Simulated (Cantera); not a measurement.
What does this Cantera script print?

```python
import numpy as np
import cantera as ct

gas_names = """
    B BN BO BO2 B2 B2O B2O2 B2O3 N NO NO2 NO3 N2 N2O O O2 O3
""".split()
cond_names = """
    B(b) B(L) BN(s) B2O3(L)
""".split()


# ... load() reads the species with a 1 bar reference pressure and builds the phases ...
atoms = {
    'B2O3': {'B': 2, 'O': 3},
    'N2': {'N': 2},
}
top_T = {'BN(s)': 3200}  # K; cautious upper limits of use, not melting points


# ... equilibrate(T, P, feed) seeds the gas with the atoms and calls Mixture.equilibrate('TP', solver="vcs", rtol=1e-11, max_steps=5000) ...
results = []
feed = {'B2O3': 1, 'N2': 3.8}  # mol
P = 1000  # Pa
for T in [1025, 1125, 1225, 1325, 1425, 1525, 1625, 1725, 1825]:
    mix = equilibrate(T, P, feed)
    results.append((T, P, feed, dict(zip(mix.species_names, mix.species_moles))))

top = {s: max(r[3][s] / sum(r[3][g] for g in gas_names) for r in results) for s in gas_names}
cols = sorted((s for s in top if top[s] > 0.001), key=lambda s: -top[s])[:5]
seen = [c for c in cond_names if any(r[3].get(c, 0) > 1e-12 for r in results)]
print("log10 of partial pressures in bar; condensed amounts in mol")
print(f"{'T/K':>10s}" + "".join(f"{s[:9]:>10s}" for s in cols + seen))
for T, P, feed, n in results:
    ng = sum(n[g] for g in gas_names)
    print(f"{T:10.4g}" + "".join(f"{np.log10(max(n[s] / ng * P / 1e5, 1e-99)):10.3f}" for s in cols)
          + "".join(f"{n.get(c, 0):10.4g}" for c in seen))
```

Result:

```
log10 of partial pressures in bar; condensed amounts in mol
       T/K        N2      B2O3   B2O3(L)
      1025    -2.000   -10.968         1
      1125    -2.000    -9.176         1
      1225    -2.000    -7.689         1
      1325    -2.000    -6.436    0.9999
      1425    -2.000    -5.367    0.9984
      1525    -2.002    -4.445    0.9863
      1625    -2.010    -3.643    0.9115
      1725    -2.053    -2.939    0.5048
      1825    -2.102    -2.683         0
```

These are equilibrium values from Cantera (NASA tables, ideal gas, pure condensed phases), not measurements of a reactor.
